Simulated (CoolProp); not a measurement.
Vapour-liquid equilibrium of ethanol (1) + hexamethyldisiloxane (MM) (2) at 1.05 MPa; x and y are mole fractions of (1).

Computed with CoolProp (multi-fluid Helmholtz-energy mixture model, Schroeder 2014 and Thol 2016; pair parameters Bell 2016).

| x | bubble temperature, mixture model (°C) | bubble temperature, Raoult's law (°C) | y, mixture model | y, Raoult's law |
|---|---|---|---|---|
| 0.05 | … | 201.4 | 0.155 | 0.146 |
| 0.125 | 184.5 | 193.7 | 0.331 | 0.313 |
| 0.2 | 176.1 | 187.3 | … | 0.440 |
| 0.275 | 170.3 | 181.9 | … | 0.540 |
| 0.35 | 166.2 | 177.3 | 0.590 | 0.622 |
| 0.425 | 163.1 | 173.2 | 0.639 | 0.691 |
| 0.5 | 160.6 | 169.6 | 0.682 | 0.750 |
| 0.575 | 158.7 | 166.4 | 0.722 | 0.800 |
| 0.65 | 157.1 | 163.5 | 0.762 | 0.845 |
| 0.725 | 155.7 | 160.8 | 0.804 | 0.885 |
| 0.8 | 154.6 | 158.3 | 0.849 | 0.920 |
| 0.875 | … | 156.1 | 0.900 | 0.953 |
| 0.95 | 153.0 | 154.0 | 0.958 | 0.982 |

Task: Complete the blanks.

Result: 
- 0.05, bubble temperature, mixture model (°C): 196.8
- 0.2, y, mixture model: 0.448
- 0.275, y, mixture model: 0.529
- 0.875, bubble temperature, mixture model (°C): 153.7

The largest gap from Raoult's law is -11.6 K in bubble temperature, at x = 0.275. No azeotrope shows between x = 0.05 and 0.95.

Pair parameters are fitted to limited data, so mixtures are less certain than the pure fluids.
